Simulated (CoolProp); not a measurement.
The fluid at 311.24 K and 13.2 MPa (liquid) is heated at constant pressure to 362.6 K. The same conditions are run with several fluids, on thermodynamics alone (safety and materials aside).

The numbers come from the reference Helmholtz-energy equation of state of each fluid (hydrogen chloride: Thol 2018; R245fa: Akasaka 2015; octamethylcyclotetrasiloxane (D4): Thol 2015; R152A: Outcalt 1996; isohexane: Lemmon 2006) in CoolProp.

Problem. Rank hydrogen chloride, R245fa, octamethylcyclotetrasiloxane (D4), R152A, isohexane by heat (kJ/kg), highest first.

Solution. hydrogen chloride (194), isohexane (122), R152A (94.0), octamethylcyclotetrasiloxane (D4) (88.7), R245fa (69.8)

```
fluid                                final phase  final density (kg/m³)
---------------------------------  -------------  ---------------------
hydrogen chloride                  supercritical                    330
R245fa                                    liquid                   1210
octamethylcyclotetrasiloxane (D4)         liquid                    902
R152A                                     liquid                    788
isohexane                                 liquid                    608
```
